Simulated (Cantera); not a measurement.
Cantera with NASA thermochemical tables; ideal gases at 1 bar, condensed phases pure. Values are per mole of reaction as written; species without (g) are pure solids or liquids, kept so even where they would boil at 1 bar.

Task: Between 1975 and 2175 K, where is each reaction favourable under standard conditions?
- 4 NH3(g) + 3 S2(g) → 6 H2S(g) + 2 N2(g)

Result: 
- 4 NH3(g) + 3 S2(g) → 6 H2S(g) + 2 N2(g): ΔG° is -662 kJ at 1975 K and -697 kJ at 2175 K; it stays negative (K > 1). ΔH° is -323 kJ and ΔS° 172 J/K at 2175 K.
